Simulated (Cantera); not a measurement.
What does this Cantera script print?

```python
import numpy as np
import cantera as ct

gas_names = """
    H HNO HNO2 HNO3 HO2 H2 H2O H2O2 N NH NH2 NH3 NH2OH NO NO2 NO3 N2 N2H2 N2H4 N2O O OH O2 O3 Si SiH
    SiH2 SiH3 SiH4 SiN SiO SiO2 Si2 Si2N Si3
""".split()
cond_names = """
    H2O(s) H2O(L) Si(cr) Si(L) SiO2(Lqz) SiO2(hqz) SiO2(L) Si2N2O(s) Si3N4(a)
""".split()


# ... load() reads the species with a 1 bar reference pressure and builds the phases ...
atoms = {
    'Si2H6': {'Si': 2, 'H': 6},
    'O2': {'O': 2},
    'N2': {'N': 2},
}
top_T = {'Si2N2O(s)': 2100, 'Si3N4(a)': 2400}  # K; cautious upper limits of use, not melting points


# ... equilibrate(T, P, feed) seeds the gas with the atoms and calls Mixture.equilibrate('TP', solver="vcs", rtol=1e-11, max_steps=5000) ...
results = []
feed = {'Si2H6': 1, 'O2': 0.12, 'N2': 77}  # mol
P = 15000  # Pa
for T in [748, 898, 1048, 1198, 1348, 1498, 1648, 1798, 1948]:
    mix = equilibrate(T, P, feed)
    results.append((T, P, feed, dict(zip(mix.species_names, mix.species_moles))))

top = {s: max(r[3][s] / sum(r[3][g] for g in gas_names) for r in results) for s in gas_names}
cols = sorted((s for s in top if top[s] > 1e-06), key=lambda s: -top[s])[:6]
seen = [c for c in cond_names if any(r[3].get(c, 0) > 1e-12 for r in results)]
print("log10 of partial pressures in bar; condensed amounts in mol")
print(f"{'T/K':>10s}" + "".join(f"{s[:9]:>10s}" for s in cols + seen))
for T, P, feed, n in results:
    ng = sum(n[g] for g in gas_names)
    print(f"{T:10.4g}" + "".join(f"{np.log10(max(n[s] / ng * P / 1e5, 1e-99)):10.3f}" for s in cols)
          + "".join(f"{n.get(c, 0):10.4g}" for c in seen))
```

Output:

```
log10 of partial pressures in bar; condensed amounts in mol
       T/K        N2        H2       SiO         H        Si       SiN Si2N2O(s)  Si3N4(a)
       748    -0.841    -2.243   -27.746   -13.662   -34.660   -32.189      0.24    0.5067
       898    -0.841    -2.243   -20.859   -11.082   -26.517   -24.971      0.24    0.5067
      1048    -0.841    -2.243   -15.968    -9.234   -20.716   -19.831      0.24    0.5067
      1198    -0.841    -2.243   -12.320    -7.843   -16.378   -15.990      0.24    0.5067
      1348    -0.841    -2.243    -9.497    -6.757   -13.014   -13.013      0.24    0.5067
      1498    -0.841    -2.243    -7.251    -5.886   -10.332   -10.640      0.24    0.5067
      1648    -0.841    -2.243    -5.423    -5.172    -8.146    -8.706     0.238    0.5073
      1798    -0.841    -2.245    -3.907    -4.576    -6.330    -7.101    0.1749    0.5282
      1948    -0.842    -2.248    -3.342    -4.071    -4.798    -5.748         0    0.5827
```

Equilibrium computed with Cantera from the NASA thermochemical tables; the gas is ideal and each condensed phase is pure. The feed counts by its element totals alone. N2 is the only nitrogen source here; it is nearly inert below about 1500 K, so the nitride shown seldom forms there in practice. Mutual solubility and eutectic melting of coexisting phases are not modelled. The tables' values for SiN are old estimates; treat these amounts as uncertain.
